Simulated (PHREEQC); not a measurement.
A column of 0.2 m (40 cells, dispersivity 0.007 m, 3600 s a shift, diffusion coefficient 3e-10 m²/s) holds 0.026 eq of the database's cation exchanger X per kg of pore water, first in equilibrium with 0.0025 mol/kgw Na2SO4, 0.00044 mol/kgw CaCl2 and 1e-05 mol/kgw HCl. It is flushed with 0.013 mol/kgw LiCl and 1e-05 mol/kgw HCl, at 15 °C. Values are for the last cell. CO2 from the air is kept out. Precipitation was switched off in this run.

Equilibrium calculation in PHREEQC: ion-association model, phreeqc.dat.

Question: Predict Na in solution (mol/kgw), Ca in solution (mol/kgw) at pore volumes = 2.612, 4.412, 5.412, 5.612, 5.812.

Answer: 
```json
[
 {"pore volumes": "2.612", "Na in solution (mol/kgw)": "4.63e-5", "Ca in solution (mol/kgw)": "0.000590"},
 {"pore volumes": "4.412", "Na in solution (mol/kgw)": "8.03e-8", "Ca in solution (mol/kgw)": "0.000357"},
 {"pore volumes": "5.412", "Na in solution (mol/kgw)": "2.61e-9", "Ca in solution (mol/kgw)": "0.000296"},
 {"pore volumes": "5.612", "Na in solution (mol/kgw)": "1.33e-9", "Ca in solution (mol/kgw)": "0.000286"},
 {"pore volumes": "5.812", "Na in solution (mol/kgw)": "6.80e-10", "Ca in solution (mol/kgw)": "0.000277"}
]
```
